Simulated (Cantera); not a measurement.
A closed system holds: 1 mol TEOS, 0.095 mol O2, 0.18 mol CO2, equilibrated at 2.20 mbar.

Equilibrium computed with Cantera from the NASA thermochemical tables; the gas is ideal and each condensed phase is pure. Candidate condensed phases: C, C6H6, C7H8, C8H18, H2O, Si, SiC, SiO2; 123 gas species. The feed counts by its element totals alone. Mutual solubility and eutectic melting of coexisting phases are not modelled. The tables hold silica as quartz up to 1696 K and as liquid above; real silica turns to tridymite and cristobalite and melts near 1996 K. Rates play no part.

x: gas mole fraction; n: condensed amount in mol.

```
T (°C)   x H2   x CO      x H     x SiO    x CH4  x C2H2 (acetylene)  n C(graphite)  n SiO2(β-quartz)  n SiC(s)
------  -----  -----  -------  --------  -------  ------------------  -------------  ----------------  --------
825     0.797  0.203  4.71e-7   2.08e-9  5.10e-5             1.01e-8           5.63              1.00         0
925     0.797  0.203  3.62e-6   1.09e-6  2.24e-5             7.88e-8           5.63             1.000         0
1025    0.757  0.243  1.99e-5  0.000178  1.00e-5             4.23e-7           4.65             0.671     0.326
1125    0.687  0.312  8.36e-5  0.000387  4.54e-6             1.68e-6           2.64                 0     0.994
1225    0.687  0.312      ___       ___      ___                 ___           2.65                 0     0.991
1325    0.686  0.312      ___       ___      ___                 ___           2.66                 0     0.987
1425    0.685  0.311  0.00255   0.00127  1.14e-6             4.94e-5           2.67                 0     0.981
```

Q: Fill in the missing entries.

A: 
- 1225, x H: 0.000304
- 1225, x SiO: 0.000607
- 1225, x CH4: 2.69e-6
- 1225, x C2H2 (acetylene): 6.05e-6
- 1325, x H: 0.000940
- 1325, x SiO: 0.000897
- 1325, x CH4: 1.71e-6
- 1325, x C2H2 (acetylene): 1.85e-5
